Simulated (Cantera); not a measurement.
A Cantera script and what it prints.

```python
import numpy as np
import cantera as ct

gas_names = """
    N NO NO2 NO3 N2 N2O O O2 O3 Si SiN SiO SiO2 Si2 Si2N Si3
""".split()
cond_names = """
    Si(cr) Si(L) SiO2(Lqz) SiO2(hqz) SiO2(L) Si2N2O(s) Si3N4(a)
""".split()


# ... load() reads the species with a 1 bar reference pressure and builds the phases ...
atoms = {
    'Si3N4': {'Si': 3, 'N': 4},
    'O2': {'O': 2},
    'N2': {'N': 2},
}
top_T = {'Si2N2O(s)': 2100, 'Si3N4(a)': 2400}  # K; cautious upper limits of use, not melting points


# ... equilibrate(T, P, feed) seeds the gas with the atoms and calls Mixture.equilibrate('TP', solver="vcs", rtol=1e-11, max_steps=5000) ...
results = []
feed = {'Si3N4': 1, 'O2': 0.033, 'N2': 240}  # mol
P = 10000  # Pa
for T in [973, 1073, 1173, 1273, 1373, 1473, 1573, 1673, 1773, 1873, 1973, 2073, 2173, 2273]:
    mix = equilibrate(T, P, feed)
    results.append((T, P, feed, dict(zip(mix.species_names, mix.species_moles))))
    x = sorted(zip(gas.X, gas.species_names), reverse=True)
    print(f"T = {T:g} K  P = {P:g} Pa  gas = {mix.phase_moles(0):.4g} mol")
    print("   x: " + "  ".join(f"{s} {v:.3e}" for v, s in x if v > 1e-06))
    print("   condensed (mol): " + ("  ".join(f"{mix.phase(i).name} {mix.phase_moles(i):.4g}"
          for i in range(1, mix.n_phases) if mix.phase_moles(i) > 1e-12) or "none"))
```

It prints:

```
T = 973 K  P = 10000 Pa  gas = 240 mol
   x: N2 1.000e+00
   condensed (mol): Si2N2O(s) 0.066  Si3N4(a) 0.956
T = 1073 K  P = 10000 Pa  gas = 240 mol
   x: N2 1.000e+00
   condensed (mol): Si2N2O(s) 0.066  Si3N4(a) 0.956
T = 1173 K  P = 10000 Pa  gas = 240 mol
   x: N2 1.000e+00
   condensed (mol): Si2N2O(s) 0.066  Si3N4(a) 0.956
T = 1273 K  P = 10000 Pa  gas = 240 mol
   x: N2 1.000e+00
   condensed (mol): Si2N2O(s) 0.066  Si3N4(a) 0.956
T = 1373 K  P = 10000 Pa  gas = 240 mol
   x: N2 1.000e+00
   condensed (mol): Si2N2O(s) 0.066  Si3N4(a) 0.956
T = 1473 K  P = 10000 Pa  gas = 240 mol
   x: N2 1.000e+00
   condensed (mol): Si2N2O(s) 0.06593  Si3N4(a) 0.956
T = 1573 K  P = 10000 Pa  gas = 240 mol
   x: N2 1.000e+00  SiO 5.771e-06
   condensed (mol): Si2N2O(s) 0.06461  Si3N4(a) 0.9565
T = 1673 K  P = 10000 Pa  gas = 240 mol
   x: N2 9.999e-01  SiO 7.990e-05
   condensed (mol): Si2N2O(s) 0.04682  Si3N4(a) 0.9624
T = 1773 K  P = 10000 Pa  gas = 240.1 mol
   x: N2 9.997e-01  SiO 2.749e-04  Si 3.129e-06
   condensed (mol): Si3N4(a) 0.9777
T = 1873 K  P = 10000 Pa  gas = 240.1 mol
   x: N2 9.997e-01  SiO 2.749e-04  Si 3.741e-05  SiN 4.257e-06  Si2N 2.686e-06
   condensed (mol): Si3N4(a) 0.9742
T = 1973 K  P = 10000 Pa  gas = 242.2 mol
   x: N2 9.993e-01  Si 3.155e-04  SiO 2.726e-04  Si2N 3.734e-05  SiN 2.772e-05  Si2 3.062e-06
   condensed (mol): Si(L) 2.831
T = 2073 K  P = 10000 Pa  gas = 242.3 mol
   x: N2 9.986e-01  Si 9.968e-04  SiO 2.724e-04  Si2N 8.520e-05  SiN 6.932e-05  Si2 1.224e-05  Si3 2.533e-06
   condensed (mol): Si(L) 2.627
T = 2173 K  P = 10000 Pa  gas = 242.8 mol
   x: N2 9.965e-01  Si 2.828e-03  SiO 2.718e-04  Si2N 1.796e-04  SiN 1.591e-04  Si2 4.293e-05  Si3 8.486e-06
   condensed (mol): Si(L) 2.094
T = 2273 K  P = 10000 Pa  gas = 244 mol
   x: N2 9.916e-01  Si 7.313e-03  Si2N 3.530e-04  SiN 3.385e-04  SiO 2.705e-04  Si2 1.344e-04  Si3 2.544e-05
   condensed (mol): Si(L) 0.8107
```

Method: chemical equilibrium by Gibbs-energy minimisation in Cantera with the NASA 1993 tables (ideal gas, pure condensed phases). Mutual solubility and eutectic melting of coexisting phases are not modelled. The tables' values for SiN are old estimates; treat these amounts as uncertain.
